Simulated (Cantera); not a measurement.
Feed: 1 mol Cu, 0.91 mol O₂, 1.1 mol H₂, at 1600 K.

These are equilibrium values from Cantera (NASA tables, ideal gas, pure condensed phases), not measurements of a reactor. Candidate condensed phases: Cu, CuO, Cu(OH)₂, Cu₂O, H₂O; 12 gas species. Kinetics and transport are ignored.

**Question.** Which condensed phases are stable at each of these points (P (Pa)): 10, 82, 670, 5500, 45000, 370000, 3000000?

**Answer.** 
```csv
P (Pa),condensed phases,Cu condensed (%)
10,Cu(l),3.1
82,Cu(l),92.5
670,Cu₂O(l),99.4
5500,Cu₂O(l),100.0
45000,Cu₂O(l),100.0
370000,Cu₂O(l),100.0
3000000,Cu₂O(l),100.0
```

From 0.000100 bar to 0.000820 bar the condensed part is Cu(l). From 0.00670 bar to 30.0 bar the condensed part is Cu₂O(l).
